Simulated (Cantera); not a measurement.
An isothermal, constant-pressure homogeneous reactor starts with C₂H₆ : N₂ = 1 : 4.7 (molar parts), at 1400 K and 700 Pa. Integrator tolerance rtol = 1e-08.

Model: GRI-Mech 3.0 (53 species, 325 reactions), integrated in Cantera. GRI-Mech 3.0 stops at C3 and has no aromatics, soot or wall deposition, so with more carbon than oxygen in the feed, carbon stays in small species such as C2H2 where larger ones or solid carbon would form. Radical loss at walls, strong at low pressure, is not modelled.

**Question.** What does this change do: pressure from 700 Pa to 29000 Pa?

**Answer.** 
```tsv
quantity	before	after
x(C₂H₆) at 10.0 s	4.88e-6 (gas-phase equilibrium 4.30e-9)	8.77e-6 (gas-phase equilibrium 5.08e-6)
x(C₂H₂) at 10.0 s	0.108 (gas-phase equilibrium 0.0813)	0.112 (gas-phase equilibrium 0.0720)
x(CH₃) at 10.0 s	6.67e-5 (gas-phase equilibrium 1.63e-6)	1.26e-5 (gas-phase equilibrium 8.70e-6)
x(C₂H) at 10.0 s	5.99e-9 (gas-phase equilibrium 9.06e-9)	1.90e-9 (gas-phase equilibrium 1.33e-9)
x(C₂H₄) at 10.0 s	0.000356 (gas-phase equilibrium 0.000121)	0.00566 (gas-phase equilibrium 0.00393)
```

**Question.** What does this change do: temperature 1400 to 1675 K?

**Answer.** 
```json
[
 {"quantity": "x(C₂H₆) at 10.0 s", "before": "4.88e-6 (gas-phase equilibrium 4.30e-9)", "after": "1.30e-8 (gas-phase equilibrium 3.70e-11)"},
 {"quantity": "x(C₂H₂) at 10.0 s", "before": "0.108 (gas-phase equilibrium 0.0813)", "after": "0.129 (gas-phase equilibrium 0.0728)"},
 {"quantity": "x(CH₃) at 10.0 s", "before": "6.67e-5 (gas-phase equilibrium 1.63e-6)", "after": "5.10e-5 (gas-phase equilibrium 2.18e-6)"},
 {"quantity": "x(C₂H) at 10.0 s", "before": "5.99e-9 (gas-phase equilibrium 9.06e-9)", "after": "1.68e-6 (gas-phase equilibrium 9.88e-7)"},
 {"quantity": "x(C₂H₄) at 10.0 s", "before": "0.000356 (gas-phase equilibrium 0.000121)", "after": "1.45e-5 (gas-phase equilibrium 7.78e-6)"}
]
```

**Question.** What does this change do: pressure from 700 Pa to 13300 Pa?

**Answer.** 
```tsv
quantity	before	after
x(C₂H₆) at 10.0 s	4.88e-6 (gas-phase equilibrium 4.30e-9)	5.40e-6 (gas-phase equilibrium 1.30e-6)
x(C₂H₂) at 10.0 s	0.108 (gas-phase equilibrium 0.0813)	0.113 (gas-phase equilibrium 0.0766)
x(CH₃) at 10.0 s	6.67e-5 (gas-phase equilibrium 1.63e-6)	1.66e-5 (gas-phase equilibrium 6.48e-6)
x(C₂H) at 10.0 s	5.99e-9 (gas-phase equilibrium 9.06e-9)	2.36e-9 (gas-phase equilibrium 2.02e-9)
x(C₂H₄) at 10.0 s	0.000356 (gas-phase equilibrium 0.000121)	0.00266 (gas-phase equilibrium 0.00205)
```
